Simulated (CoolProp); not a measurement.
Vapour pressure (MPa) of carbon dioxide: the reference equation beside estimates from Tc = 304.1 K, pc = 7.377 MPa, ω = 0.224. Clausius-Clapeyron is anchored at 253.3 K with a constant enthalpy of vaporisation of 12.42 kJ/mol.

Values from CoolProp's reference Helmholtz-energy equation of state, Span 1996.

```json
[
 {"T (K)": "232", "reference": "0.9626", "Lee-Kesler": "0.9628", "Clausius-Clapeyron": "1.152", "van der Waals": "2.261", "Redlich-Kwong": "1.281", "Peng-Robinson": "0.9545"},
 {"T (K)": "237.3", "reference": "1.167", "Lee-Kesler": "1.166", "Clausius-Clapeyron": "1.330", "van der Waals": "2.517", "Redlich-Kwong": "1.515", "Peng-Robinson": "1.157"},
 {"T (K)": "242.7", "reference": "1.406", "Lee-Kesler": "1.404", "Clausius-Clapeyron": "1.530", "van der Waals": "2.796", "Redlich-Kwong": "1.783", "Peng-Robinson": "1.394"},
 {"T (K)": "248", "reference": "1.675", "Lee-Kesler": "1.671", "Clausius-Clapeyron": "1.745", "van der Waals": "3.088", "Redlich-Kwong": "2.075", "Peng-Robinson": "1.661"},
 {"T (K)": "253.3", "reference": "1.979", "Lee-Kesler": "1.973", "Clausius-Clapeyron": "1.979", "van der Waals": "3.398", "Redlich-Kwong": "2.400", "Peng-Robinson": "1.964"},
 {"T (K)": "258.7", "reference": "2.328", "Lee-Kesler": "2.320", "Clausius-Clapeyron": "2.238", "van der Waals": "3.734", "Redlich-Kwong": "2.764", "Peng-Robinson": "2.314"},
 {"T (K)": "264", "reference": "2.713", "Lee-Kesler": "2.703", "Clausius-Clapeyron": "2.513", "van der Waals": "4.083", "Redlich-Kwong": "3.156", "Peng-Robinson": "2.700"},
 {"T (K)": "269.4", "reference": "3.152", "Lee-Kesler": "3.139", "Clausius-Clapeyron": "2.814", "van der Waals": "4.458", "Redlich-Kwong": "3.592", "Peng-Robinson": "3.141"},
 {"T (K)": "274.7", "reference": "3.630", "Lee-Kesler": "3.615", "Clausius-Clapeyron": "3.132", "van der Waals": "4.847", "Redlich-Kwong": "4.057", "Peng-Robinson": "3.624"},
 {"T (K)": "280", "reference": "4.161", "Lee-Kesler": "4.145", "Clausius-Clapeyron": "3.472", "van der Waals": "5.255", "Redlich-Kwong": "4.562", "Peng-Robinson": "4.160"},
 {"T (K)": "285.4", "reference": "4.759", "Lee-Kesler": "4.744", "Clausius-Clapeyron": "3.840", "van der Waals": "5.693", "Redlich-Kwong": "5.116", "Peng-Robinson": "4.765"},
 {"T (K)": "290.7", "reference": "5.407", "Lee-Kesler": "5.396", "Clausius-Clapeyron": "4.225", "van der Waals": "6.143", "Redlich-Kwong": "5.702", "Peng-Robinson": "5.419"},
 {"T (K)": "296.1", "reference": "6.137", "Lee-Kesler": "6.132", "Clausius-Clapeyron": "4.639", "van der Waals": "6.623", "Redlich-Kwong": "6.342", "Peng-Robinson": "6.153"}
]
```

Absolute difference from the reference over all 13 rows, mean and median: Lee-Kesler 0.3 and 0.3 %, Clausius-Clapeyron 12.7 and 13.7 %, van der Waals 58.4 and 50.5 %, Redlich-Kwong 17.0 and 16.3 %, Peng-Robinson 0.5 and 0.5 %.
